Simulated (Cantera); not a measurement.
A closed system holds: 1 mol CH₂F₂, 0.2 mol HCl, 0.43 mol H₂, 0.011 mol CH₄, equilibrated at 1350 °C and 1.80 Torr.

Method: chemical equilibrium by Gibbs-energy minimisation in Cantera with the NASA 1993 tables (ideal gas, pure condensed phases). Candidate condensed phases: C, C₆H₆, C₇H₈, C₈H₁₈; 118 gas species. Kinetics and transport are ignored.

Base state: HF 0.754, H₂ 0.170, HCl 0.0752, H 0.000582, Cl 0.000203 (mole fractions); condensed: C(graphite).

Task: What changes in the equilibrium state with this change: temperature from 1350 °C to 3177 °C?

Result: 
| species | before | after |
|---|---|---|
| H | 0.000582 | 0.469 |
| F | 1.61e-7 | 0.266 |
| C | <1e-9 | 0.104 |
| HF | 0.754 | 0.0860 |
| C₃ | <1e-9 | 0.0142 |
| C₂ | <1e-9 | 0.0131 |
| HCl | 0.0752 | 0.000219 |
| Cl | 0.000203 | 0.0358 |
| H₂ | 0.170 | 0.00191 |
| CF | <1e-9 | 0.00824 |
| C₂H | <1e-9 | 0.000389 |
| CH | <1e-9 | 5.27e-5 |
| CF₂ | <1e-9 | 1.78e-5 |
| C₄ | <1e-9 | 1.78e-5 |
| C(graphite), mol | 1.01 | 0 |
